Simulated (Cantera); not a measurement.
Cantera run, input and output.

```python
import numpy as np
import cantera as ct

gas = ct.Solution("gri30.yaml")
gas.TPX = 1248, 31000, {'H2': 0.76, 'O2': 1, 'N2': 6.1}
reactor = ct.IdealGasConstPressureReactor(gas, energy="off", clone=False)
net = ct.ReactorNet([reactor])
net.rtol, net.atol = 1e-08, 1e-18
show = ['H2', 'O2', 'HO2', 'H', 'NO']
times = np.geomspace(0.0002, 6, 10)

steps = ct.SolutionArray(gas, extra=["t"])
rows = []
print(f"{'t/s':>10s}{'T/K':>9s}{'P/Pa':>11s}" + "".join(f"{s:>11s}" for s in show))
for t in times:
    while net.time < t:
        t_next = net.step()
        steps.append(gas.state, t=t_next)
    rows.append([np.interp(t, steps.t, y) for y in (steps.T, steps.P, *steps(*show).X.T)])
    print(f"{t:10.3e}{rows[-1][0]:9.1f}{rows[-1][1]:11.4g}" + "".join(f"{x:11.3e}" for x in rows[-1][2:]))
rate = np.gradient(steps.T, steps.t)
print("integrator steps:", len(steps.t))
if steps.T.max() > steps.T[0] + 200:
    print(f"time of steepest temperature rise: {steps.t[rate.argmax()]:.4e} s")
gas.TPX = 1248, 31000, {'H2': 0.76, 'O2': 1, 'N2': 6.1}
gas.equilibrate("TP")
print(f"equilibrium (TP): T = {gas.T:.1f} K  " + "  ".join(f"{s} {gas[s].X[0]:.3e}" for s in show))
```

Result:

```
       t/s      T/K       P/Pa         H2         O2        HO2          H         NO
 2.000e-04   1248.0    3.1e+04  1.622e-02  8.843e-02  1.657e-05  3.359e-02  1.169e-06
 6.288e-04   1248.0    3.1e+04  2.349e-03  8.240e-02  1.577e-05  3.269e-03  7.003e-06
 1.977e-03   1248.0    3.1e+04  1.931e-04  8.273e-02  6.239e-06  6.077e-05  7.185e-06
 6.214e-03   1248.0    3.1e+04  1.653e-05  8.284e-02  1.002e-06  1.694e-06  7.154e-06
 1.954e-02   1248.0    3.1e+04  2.283e-06  8.287e-02  1.810e-07  1.085e-07  7.151e-06
 6.142e-02   1248.0    3.1e+04  4.742e-07  8.288e-02  4.371e-08  1.178e-08  7.168e-06
 1.931e-01   1248.0    3.1e+04  1.253e-07  8.288e-02  1.446e-08  1.716e-09  7.182e-06
 6.071e-01   1248.0    3.1e+04  4.118e-08  8.288e-02  8.577e-09  3.338e-10  7.182e-06
 1.909e+00   1248.0    3.1e+04  2.266e-08  8.288e-02  8.330e-09  1.363e-10  7.175e-06
 6.000e+00   1248.0    3.1e+04  2.122e-08  8.288e-02  8.390e-09  1.233e-10  7.173e-06
integrator steps: 1825
equilibrium (TP): T = 1248.0 K  H2 2.119e-08  O2 8.280e-02  HO2 8.386e-09  H 1.229e-10  NO 1.787e-04
```

Model: GRI-Mech 3.0 (53 species, 325 reactions), integrated in Cantera. The temperature is held fixed by assumption; the heat of reaction is taken as removed at once.
